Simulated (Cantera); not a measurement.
Feed: 1 mol SiF₄, 1.4 mol O₃, held at 1150 °C and 1.33 mbar.

These are equilibrium values from Cantera (NASA tables, ideal gas, pure condensed phases), not measurements of a reactor. Candidate condensed phases: Si, SiO₂; 17 gas species. Equilibrium is a limit: real reactors are often held back by kinetics, nucleation or transport.

Base state: O₂ 0.677, SiF₄ 0.323, O 3.04e-5 (mole fractions); condensed: gas only.

Q: What changes in the equilibrium state with this change: SiF₄ replaced by SiCl₄?

A: 
```csv
species,before,after
Cl,0,0.471
O₂,0.677,0.271
Cl₂,0,0.258
SiF₄,0.323,0
ClO,0,0.000244
O,3.04e-5,1.92e-5
"SiO₂(β-quartz), mol",0,1.00
```
The tables hold silica as quartz up to 1696 K and as liquid above; real silica turns to tridymite and cristobalite and melts near 1996 K.

Q: What changes in the equilibrium state with this change: O₃ from 1.4 to 0.072 mol?

A: 
```json
[
 {"species": "SiF₄", "before": "0.323", "after": "0.903"},
 {"species": "O₂", "before": "0.677", "after": "0.0975"},
 {"species": "O", "before": "3.04e-5", "after": "1.15e-5"}
]
```
